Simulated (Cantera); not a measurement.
Charge: 1 mol Al, 0.034 mol HCl, 0.22 mol H₂, held at 7.50 Torr.

Equilibrium computed with Cantera from the NASA thermochemical tables; the gas is ideal and each condensed phase is pure. Candidate condensed phases: Al, AlCl₃; 12 gas species. Equilibrium is a limit: real reactors are often held back by kinetics, nucleation or transport.

Over these rows the condensed part is Al(l). Partial pressures as log10 of bar:

| T (K) | 1000/T (1/K) | log p AlCl₃ | log p H₂ | log p AlCl |
|---|---|---|---|---|
| 975 | 1.0256 | -3.46 | -2.03 | -3.59 |
| 1025 | 0.9756 | -3.60 | -2.04 | -3.30 |
| 1075 | 0.9302 | -3.88 | -2.05 | -3.09 |
| 1125 | 0.8889 | -4.35 | -2.05 | -2.97 |
| 1175 | 0.8511 | ? | -2.06 | -2.92 |
| 1225 | 0.8163 | -5.64 | -2.06 | -2.91 |

Question: Fit log p(AlCl₃) = a + b·(1000/T) to the five rows, give the apparent enthalpy, and predict the row at 1175 K.

Answer: Means: 1000/T = 0.9273, log p = -4.186. Sxy = 0.268249, Sxx = 0.0257997, so b = 10.40 and a = -4.186 − (10.40)×0.9273 = -13.83.
Apparent enthalpy: −19.145 × (10.40) = -199 kJ/mol. With the condensed phases at unit activity, 3 AlCl(g) = AlCl₃(g) + 2 Al(l) links this pressure to the main gases: over the six rows their terms move log p by +2.04 in all, so the slope isn't that reaction's ΔH° alone. The five rows lie within 0.30 of the line; that is curvature, so one enthalpy describes this range poorly.
Prediction at 1175 K: -13.83 + (10.40)×0.8511 = -4.98. The computed value is -4.98, 0.00 from the line.
